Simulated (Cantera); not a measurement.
A freely propagating, adiabatic, planar premixed flame of H2 : O2 : N2 = 1 : 0.549 : 1.43 (molar parts), unburnt at 323 K and 0.310 bar; multicomponent transport, grid criteria slope 0.08 and curve 0.16, no radiation.

Detailed kinetics in Cantera: the H2/O2 subset of GRI-Mech 3.0, which has no nitrogen chemistry. Burning velocities carry a grid error of a few per cent, more on coarse grids.

Predict: laminar burning velocity; thermal thickness; peak x(OH); peak x(H); peak x(HO2).


| Property | Value |
|---|---|
| laminar burning velocity | 313 cm/s |
| thermal thickness | 1.52 mm |
| peak x(OH) | 0.0253 |
| peak x(H) | 0.0743 |
| peak x(HO2) | 0.000299 |
